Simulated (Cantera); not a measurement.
What does this Cantera script print?

```python
import numpy as np
import cantera as ct

gas_names = """
    Fe2CL6
""".split()
cond_names = """
    Fe(a) Fe(c) Fe(d) Fe(L) FeCL2(s) FeCL2(L)
""".split()


# ... load() reads the species with a 1 bar reference pressure and builds the phases ...
species = {s.name: s for s in load("nasa_gas.yaml", gas_names) + load("nasa_condensed.yaml", cond_names)}
# Each term lists the table entries of one substance; the one whose range holds T is used.
reactions = {
    'Fe2Cl6(g) + Fe = 3 FeCl2':
        [(-1, ['Fe2CL6']), (-1, ['Fe(a)', 'Fe(c)', 'Fe(d)', 'Fe(L)']), (3, ['FeCL2(s)', 'FeCL2(L)'])],
}


def pick(names, T):
    return next(species[n] for n in names if species[n].thermo.min_temp <= T <= species[n].thermo.max_temp)


results = []
for label, terms in reactions.items():
    print(label)
    print("     T/K   dH/kJ  dS/(J/K)   dG/kJ   log10 K")
    for T in [300, 500, 600, 700, 800, 900, 1000, 1100, 1200, 1300, 1400]:
        used = [(nu, pick(names, T)) for nu, names in terms]
        dH = sum(nu * s.thermo.h(T) for nu, s in used) / 1e6
        dS = sum(nu * s.thermo.s(T) for nu, s in used) / 1e3
        dG = dH - T * dS / 1e3
        logK = -dG * 1e6 / (ct.gas_constant * T * np.log(10))
        results.append((label, T, dH, dS, dG, logK, [s.name for _, s in used]))
        print(f"{T:8g} {dH:8.1f} {dS:8.1f} {dG:8.1f} {logK:8.2f}")
```

Output:

```
Fe2Cl6(g) + Fe = 3 FeCl2
     T/K   dH/kJ  dS/(J/K)   dG/kJ   log10 K
     300   -371.1   -210.2   -308.0    53.63
     500   -364.5   -193.4   -267.8    27.97
     600   -360.8   -186.8   -248.8    21.66
     700   -357.0   -180.9   -230.4    17.19
     800   -353.2   -175.8   -212.6    13.88
     900   -349.5   -171.5   -195.2    11.33
    1000   -215.1    -30.0   -185.1     9.67
    1100   -209.1    -24.3   -182.4     8.66
    1200   -201.3    -17.5   -180.3     7.85
    1300   -192.3    -10.3   -178.9     7.19
    1400   -183.4     -3.7   -178.2     6.65
```

Standard-state values (1 bar) from the NASA 1993 polynomials, evaluated with Cantera. Condensed species are held in their standard states even where they would react or evaporate.
